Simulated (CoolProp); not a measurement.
Dimethyl carbonate at several states: density (kg/m³) from the reference equation and from simpler models built on Tc = 283.9 °C, pc = 4.909 MPa, ω = 0.346; each cubic takes its own stable root.

Values from CoolProp's reference Helmholtz-energy equation of state, Zhou 2011.

```
T (°C)  p (MPa)   phase  reference
------  -------  ------  ---------
267.55     1.52     gas      34.96
321.55    0.298     gas      5.523
185.35     3.02  liquid      829.0
```

**Question.** How far does each simpler model (van der Waals, Redlich-Kwong, Soave-Redlich-Kwong, Peng-Robinson) lie from the reference over these 3 states: mean and median of the absolute difference, and the worst?

**Answer.** 
- van der Waals: mean 14.5 %, median 2.3 %, worst -41.2 % at 185.35 °C and 3.02 MPa
- Redlich-Kwong: mean 6.0 %, median 0.4 %, worst -17.6 % at 185.35 °C and 3.02 MPa
- Soave-Redlich-Kwong: mean 4.1 %, median 0.1 %, worst -12.2 % at 185.35 °C and 3.02 MPa
- Peng-Robinson: mean 0.6 %, median 0.5 %, worst +1.3 % at 267.55 °C and 1.52 MPa
